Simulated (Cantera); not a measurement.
Cantera with NASA thermochemical tables; ideal gases at 1 bar, condensed phases pure. Values are per mole of reaction as written; species without (g) are pure solids or liquids, kept so even where they would boil at 1 bar.

H₂O(g) + Pb = PbO(g) + 2 H(g)

```
T (K)  ΔH° (kJ)  ΔS° (J/K)  ΔG° (kJ)  log10 K
-----  --------  ---------  --------  -------
1798          …          …         …        …
1873          …          …         …        …
1948      754.4      224.6     316.9    -8.50
2023      754.4      224.6     300.0    -7.75
2098      754.3      224.6     283.2    -7.05
```

Task: Complete the blanks.

Result: 
- 1798, ΔH° (kJ): 754.4
- 1798, ΔS° (J/K): 224.6
- 1798, ΔG° (kJ): 350.5
- 1798, log10 K: -10.18
- 1873, ΔH° (kJ): 754.4
- 1873, ΔS° (J/K): 224.6
- 1873, ΔG° (kJ): 333.7
- 1873, log10 K: -9.31
